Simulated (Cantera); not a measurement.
Input: 1 mol BN, 5.1 mol O₂, 2 mol H₂, equilibrated at 110 Pa.

Cantera equilibrium calculation (NASA polynomials, part measured and part estimated; ideal gas, pure solids and liquids). Candidate condensed phases: B, BN, B₂O₃, B₃O₃H₃, H₂O; 39 gas species. Gases not in the tables: H₃BO₃. Rates play no part.

At 1448 K, list the 6 most abundant gas species with their mole fractions, and the condensed phases.

O₂ 0.527, H₂O 0.239, HBO₂ 0.151, N₂ 0.0785, B₂O₃ 0.00303, OH 0.000523. Condensed: gas only.
